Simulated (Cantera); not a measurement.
A Cantera script and what it prints.

```python
import numpy as np
import cantera as ct

gas_names = """
    B BF BF2 BF3 BH BHF2 BH2 BH3 BO BOF BOF2 BO2 B2 B2O B2O2 B2O3 B3O3F3 B3O3H3 F FO FO2 F2 F2O H HBO
    HBO2 HF HOF HO2 H2 H2F2 H2O H2O2 H3B3O6 H3F3 H4F4 H5F5 H6F6 H7F7 O OH O2 O3
""".split()
cond_names = """
    B(b) B(L) B2O3(L) B3O3H3(cr) H2O(s) H2O(L)
""".split()


# ... load() reads the species with a 1 bar reference pressure and builds the phases ...
atoms = {
    'BF3': {'B': 1, 'F': 3},
    'H2O': {'H': 2, 'O': 1},
    'H2': {'H': 2},
}
top_T = {}  # K; cautious upper limits of use, not melting points


# ... equilibrate(T, P, feed) seeds the gas with the atoms and calls Mixture.equilibrate('TP', solver="vcs", rtol=1e-11, max_steps=5000) ...
results = []
feed = {'BF3': 1, 'H2O': 8, 'H2': 13}  # mol
P = 1333.22  # Pa
for T in [900, 950, 1000, 1050, 1100, 1150, 1200, 1250, 1300, 1350, 1400, 1450]:
    mix = equilibrate(T, P, feed)
    results.append((T, P, feed, dict(zip(mix.species_names, mix.species_moles))))

top = {s: max(r[3][s] / sum(r[3][g] for g in gas_names) for r in results) for s in gas_names}
cols = sorted((s for s in top if top[s] > 0.001), key=lambda s: -top[s])[:7]
seen = [c for c in cond_names if any(r[3].get(c, 0) > 1e-12 for r in results)]
print("log10 of partial pressures in bar; condensed amounts in mol")
print(f"{'T/K':>10s}" + "".join(f"{s[:9]:>10s}" for s in cols + seen))
for T, P, feed, n in results:
    ng = sum(n[g] for g in gas_names)
    print(f"{T:10.4g}" + "".join(f"{np.log10(max(n[s] / ng * P / 1e5, 1e-99)):10.3f}" for s in cols)
          + "".join(f"{n.get(c, 0):10.4g}" for c in seen))
```

It prints:

```
log10 of partial pressures in bar; condensed amounts in mol
       T/K        H2       H2O        HF       BOF      HBO2       BF3    B3O3F3   B2O3(L)
       900    -2.110    -2.380    -2.926    -6.654    -6.788    -3.732    -4.784    0.2707
       950    -2.111    -2.386    -2.889    -6.107    -6.255    -3.821    -4.832    0.3113
      1000    -2.111    -2.391    -2.860    -5.621    -5.777    -3.916    -4.892    0.3442
      1050    -2.112    -2.396    -2.837    -5.187    -5.347    -4.015    -4.962     0.368
      1100    -2.112    -2.400    -2.821    -4.799    -4.958    -4.120    -5.043    0.3795
      1150    -2.113    -2.403    -2.811    -4.451    -4.605    -4.233    -5.135    0.3725
      1200    -2.115    -2.407    -2.809    -4.141    -4.283    -4.360    -5.244    0.3361
      1250    -2.117    -2.410    -2.817    -3.868    -3.989    -4.507    -5.376    0.2541
      1300    -2.120    -2.415    -2.840    -3.630    -3.719    -4.686    -5.543    0.1052
      1350    -2.122    -2.419    -2.854    -3.519    -3.585    -4.946    -6.021         0
      1400    -2.123    -2.420    -2.849    -3.514    -3.575    -5.254    -6.761         0
      1450    -2.123    -2.421    -2.846    -3.516    -3.568    -5.549    -7.464         0
```

Equilibrium computed with Cantera from the NASA thermochemical tables; the gas is ideal and each condensed phase is pure. Gases not in the tables: H3BO3.
